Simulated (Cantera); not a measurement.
An isothermal, constant-pressure homogeneous reactor starts with 29.9 % CH₄, 56.9 % H₂O, 13.2 % H₂, at 1348 K and 2100 Torr.

Computed with Cantera and GRI-Mech 3.0 (53 species, 325 reactions).

Problem. Predict: x(CH₄) at 8.00 s; x(H₂O) at 8.00 s; x(H₂) at 8.00 s; x(CH₂CO) at 8.00 s; x(CH₂O) at 8.00 s.

Solution. 
| Property | Value |
|---|---|
| x(CH₄) at 8.00 s | 0.211 (gas-phase equilibrium 8.54e-5) |
| x(H₂O) at 8.00 s | 0.530 (gas-phase equilibrium 0.149) |
| x(H₂) at 8.00 s | 0.221 (gas-phase equilibrium 0.663) |
| x(CH₂CO) at 8.00 s | 5.87e-6 (gas-phase equilibrium 1.05e-10) |
| x(CH₂O) at 8.00 s | 4.01e-7 (gas-phase equilibrium 1.44e-7) |
